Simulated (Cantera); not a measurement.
A closed system holds: 1 mol SiHCl₃, 0.06 mol Cl₂, 99 mol N₂, held at 1425 °C and 3.20 mbar.

Method: chemical equilibrium by Gibbs-energy minimisation in Cantera with the NASA 1993 tables (ideal gas, pure condensed phases). Candidate condensed phases: NH₄Cl, Si, Si₃N₄; 28 gas species. The tables' values for SiCl₃ are old estimates; treat these amounts as uncertain. The numbers say what is thermodynamically allowed, not how fast it happens.

Base state: N₂ 0.979, SiCl₂ 0.00957, HCl 0.00945, Cl 0.00132, SiCl₃ 0.000291, H₂ 0.000204, H 3.66e-5, SiCl₄ 1.75e-5 (mole fractions); condensed: gas only.

Problem. What changes in the equilibrium state with this change: SiHCl₃ replaced by Si₃H₈?

Solution. 
| species | before | after |
|---|---|---|
| N₂ | 0.979 | 0.959 |
| H₂ | 0.000204 | 0.0388 |
| HCl | 0.00945 | 0.00104 |
| SiCl₂ | 0.00957 | 6.29e-5 |
| Si | 1.25e-6 | 0.000128 |
| SiCl₃ | 0.000291 | 1.53e-8 |
| SiCl₄ | 1.75e-5 | <1e-9 |
| Si₃N₄(s), mol | 0 | 0.993 |
The feed counts by its element totals alone.
